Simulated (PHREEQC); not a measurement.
0.47 g of hydrous ferric oxide (600 m²/g; 0.2 weak and 0.005 strong sites per Fe, Dzombak-Morel constants, diffuse double layer) in 1 kg of water with 0.05 mol/kgw of an inert sodium salt and 0.0012 mol/kgw CaCl2, 0.0012 mol/kgw NaF and 0.00048 mol/kgw Na2HAsO4, at 25 °C; the pH is set by adding NaOH or the inert anion's acid. Oxygen alone is held at its pressure in air (log pO2 = -0.68). CO2 from the air is kept out. No solid was allowed to form.

The series has 13 steps of pH, from 4 to 10.

All values are PHREEQC results (ion-association model, wateq4f.dat), not measurements.

Q: Near which pH is half of the Ca sorbed, and on which side is more sorbed?

A: Near pH 8.9, with more sorbed at higher pH.

Q: At which pH does the surface charge pass through zero?

A: Near pH 6.8.

Along this series the solution becomes supersaturated in solids that the run did not let form, among them Fluorite. The database has no arsenate complexes of Ca.
